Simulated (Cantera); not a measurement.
Charge: 1 mol (CH₃)₂SiCl₂, 0.0075 mol C₃H₈, 65 mol H₂, equilibrated at 0.610 bar.

These are equilibrium values from Cantera (NASA tables, ideal gas, pure condensed phases), not measurements of a reactor. Candidate condensed phases: C, C₆H₆, C₇H₈, C₈H₁₈, Si, SiC; 109 gas species. The feed counts by its element totals alone. Gases not in the tables: Si₂H₆ and higher silanes. The numbers say what is thermodynamically allowed, not how fast it happens.

What share of the Si ends up in condensed phases as a function of T (K), at 1700, 1775, 1850, 1925, 2000, 2075, 2150, 2225, 2300, 2375, 2450, 2525, 2600?


```
T (K)  Si condensed (%)      as
-----  ----------------  ------
1700               99.7  SiC(s)
1775               99.6  SiC(s)
1850               99.5  SiC(s)
1925               99.3  SiC(s)
2000               99.1  SiC(s)
2075               98.8  SiC(s)
2150               98.3  SiC(s)
2225               97.4  SiC(s)
2300               95.4  SiC(s)
2375               91.3  SiC(s)
2450               82.6  SiC(s)
2525               61.7  SiC(s)
2600               18.9  SiC(s)
```
